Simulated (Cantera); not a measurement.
# Hydrocarbon pyrolysis for carbon deposition

An isothermal, constant-pressure homogeneous reactor starts with C2H6 : N2 = 1 : 77 (molar parts), at 1950 K and 24000 Pa.

Detailed kinetics in Cantera: GRI-Mech 3.0 (53 species, 325 reactions). GRI-Mech 3.0 stops at C3 and has no aromatics, soot or wall deposition, so with more carbon than oxygen in the feed, carbon stays in small species such as C2H2 where larger ones or solid carbon would form.

```csv
t (s),x C2H6,x CH2,x HCN,x H2,x CH4,x C2H4
0.000200,3.83e-6,2.37e-5,9.19e-5,0.0208,0.00151,0.000571
0.000406,1.32e-6,1.16e-5,0.000105,0.0222,0.00123,0.000146
0.000825,5.31e-7,5.98e-6,0.000114,0.0229,0.00100,4.62e-5
0.00168,2.30e-7,3.31e-6,0.000121,0.0234,0.000799,1.94e-5
0.00340,1.06e-7,2.03e-6,0.000129,0.0238,0.000603,9.10e-6
0.00691,4.68e-8,1.36e-6,0.000137,0.0241,0.000409,4.36e-6
0.0140,1.69e-8,8.77e-7,0.000149,0.0244,0.000236,1.98e-6
0.0285,4.44e-9,4.89e-7,0.000166,0.0246,0.000114,1.00e-6
0.0579,8.50e-10,2.29e-7,0.000184,0.0247,4.78e-5,7.22e-7
0.118,1.13e-10,8.72e-8,0.000200,0.0248,1.69e-5,6.66e-7
0.239,9.30e-12,2.51e-8,0.000211,0.0248,4.63e-6,6.58e-7
0.485,1.13e-12,6.80e-9,0.000215,0.0248,1.23e-6,6.58e-7
0.985,<1e-12,4.09e-9,0.000217,0.0248,7.35e-7,6.58e-7
2.00,<1e-12,3.56e-9,0.000219,0.0248,6.40e-7,6.58e-7
```
x: mole fraction; the columns are a selection and need not sum to one.

Equilibrium at this temperature and pressure: C2H6 <1e-12, CH2 3.74e-9, HCN 0.0226, H2 0.0248, CH4 6.72e-7, C2H4 6.36e-8 (gas phase only).
